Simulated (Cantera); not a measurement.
**Ignition delay**

Mixture: CH4 : C2H6 : O2 : N2 = 1 : 0.056 : 1.46 : 8.64 (molar parts), equivalence ratio 1.5, at 4.93 atm, adiabatic and at constant volume. Ignition delay is the time to a rise of 400 K.

Model: GRI-Mech 3.0 (53 species, 325 reactions), integrated in Cantera.

```json
[
 {"T0 (K)": "1275", "delay (ms)": "2.21"},
 {"T0 (K)": "1375", "delay (ms)": "0.792"},
 {"T0 (K)": "1475", "delay (ms)": "0.288"},
 {"T0 (K)": "1575", "delay (ms)": "0.110"},
 {"T0 (K)": "1675", "delay (ms)": "0.0461"},
 {"T0 (K)": "1775", "delay (ms)": "0.0218"},
 {"T0 (K)": "1875", "delay (ms)": "0.0117"}
]
```

```yaml
apparent activation energy between 1675 and 1875 K: 180 kJ/mol
```
